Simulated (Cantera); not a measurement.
A perfectly stirred reactor is fed with CH4 : H2O = 1 : 0.39 (molar parts), at 1.00 bar; it is held at 2050 K, and followed from long to short residence time.

Computed with Cantera and GRI-Mech 3.0 (53 species, 325 reactions). GRI-Mech 3.0 stops at C3 and has no aromatics, soot or wall deposition, so with more carbon than oxygen in the feed, carbon stays in small species such as C2H2 where larger ones or solid carbon would form.

### Question
What does this change do: CH4 1 to 0.19 parts?

### Answer
```json
[
 {"quantity": "x(CH4) at τ = 15.0 s", "before": "0.00263", "after": "0.000100"},
 {"quantity": "x(H2O) at τ = 15.0 s", "before": "0.000140", "after": "0.196"},
 {"quantity": "x(C2H6) at τ = 15.0 s", "before": "1.42e-7", "after": "1.83e-10"},
 {"quantity": "x(CH2CO) at τ = 15.0 s", "before": "3.00e-7", "after": "1.54e-8"},
 {"quantity": "x(CH2) at τ = 15.0 s", "before": "4.79e-7", "after": "2.15e-8"},
 {"quantity": "x(CH4) at τ = 30.0 ms", "before": "0.0216", "after": "0.0126"},
 {"quantity": "x(H2O) at τ = 30.0 ms", "before": "0.0411", "after": "0.252"},
 {"quantity": "x(C2H6) at τ = 30.0 ms", "before": "7.10e-6", "after": "3.05e-6"},
 {"quantity": "x(CH2CO) at τ = 30.0 ms", "before": "2.45e-5", "after": "2.16e-5"},
 {"quantity": "x(CH2) at τ = 30.0 ms", "before": "3.94e-6", "after": "3.10e-6"}
]
```
